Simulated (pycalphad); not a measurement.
CALPHAD calculation (pycalphad, COST 507 light-alloy database (1999)), 1 atm. No gas phase is included, though pure Mg would boil below 1650 K. These are 1990s assessments: newer ones move some temperatures and phases. Amounts are mole fractions of atoms. Kinetics are ignored, which matters at the lower temperatures.

**Question.** Give the equilibrium state of Si-0.459Mg (wt.%) at 450 K.

**Answer.** 
```
T = 450.00 K, P = 101325 Pa, N = 1 mol of atoms
G = -9366 J/mol, H = 3113 J/mol, S = 27.73 J/(mol K)  (SER reference)
chemical potentials (J/mol): Si -9169, Mg -46263
phase             fraction      x(Si)      x(Mg)
DIAMOND_A4          0.9921     1.0000       none
MG2SI               0.0079     0.3333     0.6667
```

**Question.** Give the equilibrium state of Si-0.459Mg (wt.%) at 1650 K.

**Answer.** 
```
T = 1650.00 K, P = 101325 Pa, N = 1 mol of atoms
G = -66474 J/mol, H = 39134 J/mol, S = 64.00 J/(mol K)  (SER reference)
chemical potentials (J/mol): Si -65936, Mg -167486
phase             fraction      x(Si)      x(Mg)
DIAMOND_A4          0.9016     1.0000       none
LIQUID              0.0984     0.9461     0.0539
```

Database names, with the compositions (at.%) that they take in these runs: MG2SI: Mg 67 Si 33. DIAMOND_A4 is diamond (Si). An entry "none" or "no" means that the model of the phase leaves that element out.
